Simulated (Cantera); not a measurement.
A closed system holds: 1 mol BN, 1.8 mol H2O, a varied amount of N2, at 1998.15 K and 100000 Pa.

These are equilibrium values from Cantera (NASA tables, ideal gas, pure condensed phases), not measurements of a reactor. Candidate condensed phases: B, BN, B2O3, B3O3H3, H2O; 39 gas species. Rates play no part.

**Question.** Which condensed phases are stable at each of these points (n(N2) (mol)): 0.81, 1, 1.3, 1.6, 2, 2.5, 3.1, 3.9?

**Answer.** 
| n(N2) (mol) | condensed phases | B condensed (%) |
|---|---|---|
| 0.81 | B2O3(l) | 29.2 |
| 1 | B2O3(l) | 26.8 |
| 1.3 | B2O3(l) | 23.0 |
| 1.6 | B2O3(l) | 19.3 |
| 2 | B2O3(l) | 14.4 |
| 2.5 | B2O3(l) | 8.5 |
| 3.1 | B2O3(l) | 1.5 |
| 3.9 | gas only | 0.0 |

From 0.81 mol N2 to 3.1 mol N2 the condensed part is B2O3(l). At 3.9 mol N2 nothing is condensed.
